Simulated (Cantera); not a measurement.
Input: 1 mol Si₃N₄, 0.85 mol H₂O, 2.2 mol H₂, equilibrated at 1848.15 K and 13.3 mbar.

Equilibrium computed with Cantera from the NASA thermochemical tables; the gas is ideal and each condensed phase is pure. Candidate condensed phases: H₂O, Si, SiO₂, Si₂N₂O, Si₃N₄; 35 gas species. The tables' values for SiN are old estimates; treat these amounts as uncertain. Gases not in the tables: Si₂H₆ and higher silanes. Rates play no part.

Base state: H₂ 0.514, N₂ 0.338, SiO 0.144, H 0.00330, Si 0.000471, SiH 3.89e-5, SiH₂ 2.14e-5, Si₂N 1.86e-5 (mole fractions); condensed: Si(l).

### Question
What changes in the equilibrium state with this change: temperature from 1848.15 K to 1275 K?

### Answer
```csv
species,before,after
H₂,0.514,0.915
N₂,0.338,0.0850
H,0.00330,6.11e-6
SiO,0.144,6.17e-9
Si,0.000471,<1e-9
SiH,3.89e-5,<1e-9
SiH₂,2.14e-5,<1e-9
Si₂N,1.86e-5,<1e-9
"Si(l), mol",2.15,0
"Si₂N₂O(s), mol",0,0.850
"Si₃N₄(s), mol",0,0.433
```
Mutual solubility and eutectic melting of coexisting phases are not modelled.

### Question
What changes in the equilibrium state with this change: temperature from 1848.15 K to 1375 K?

### Answer
```
species           before    after
--------------  --------  -------
H₂                 0.514    0.915
N₂                 0.338   0.0850
H                0.00330  2.84e-5
SiO                0.144  3.32e-7
Si              0.000471    <1e-9
SiH              3.89e-5    <1e-9
Si₂N             1.86e-5    <1e-9
SiN              1.22e-5    <1e-9
SiH₂             2.14e-5  4.74e-9
Si(l), mol          2.15        0
Si₂N₂O(s), mol         0    0.850
Si₃N₄(s), mol          0    0.433
```
Mutual solubility and eutectic melting of coexisting phases are not modelled.

### Question
What changes in the equilibrium state with this change: temperature from 1848.15 K to 1048 K?

### Answer
| species | before | after |
|---|---|---|
| H₂ | 0.514 | 0.915 |
| N₂ | 0.338 | 0.0850 |
| H | 0.00330 | 6.40e-8 |
| SiO | 0.144 | <1e-9 |
| Si | 0.000471 | <1e-9 |
| SiH | 3.89e-5 | <1e-9 |
| SiH₂ | 2.14e-5 | <1e-9 |
| Si₂N | 1.86e-5 | <1e-9 |
| Si(l), mol | 2.15 | 0 |
| Si₂N₂O(s), mol | 0 | 0.850 |
| Si₃N₄(s), mol | 0 | 0.433 |
Mutual solubility and eutectic melting of coexisting phases are not modelled.
